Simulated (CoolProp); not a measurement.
A single-stage vapour-compression cycle with R227EA: evaporating at 228.15 K (dew point), condensing at 274.15 K (bubble point), superheat 5 K, subcooling 2 K, compressor efficiency 0.85, no pressure losses. Each further row changes one setting.

Model: reference Helmholtz-energy equation of state, Lemmon 2016, in CoolProp.

```
case                              cooling COP  pressure ratio  discharge temperature (K)  refrigerating effect (kJ/kg)  volumetric capacity (kJ/m³)
--------------------------------  -----------  --------------  -------------------------  ----------------------------  ---------------------------
as stated                                3.38            8.35                      278.1                          99.8                          216
evaporating temperature 233.15 K         3.99            6.31                      277.5                             ?                          290
condensing temperature 269.15 K          3.93            6.91                      273.8                           105                          228
subcooling 7 K                           3.57            8.35                      278.1                           105                          228
superheat 15 K                              ?            8.35                      288.4                             ?                          221
compressor efficiency 0.75               2.98            8.35                      282.9                          99.8                          216
```

### Question
What belongs in the gaps?

### Answer

- evaporating temperature 233.15 K, refrigerating effect (kJ/kg): 103
- superheat 15 K, cooling COP: 3.46
- superheat 15 K, refrigerating effect (kJ/kg): 107
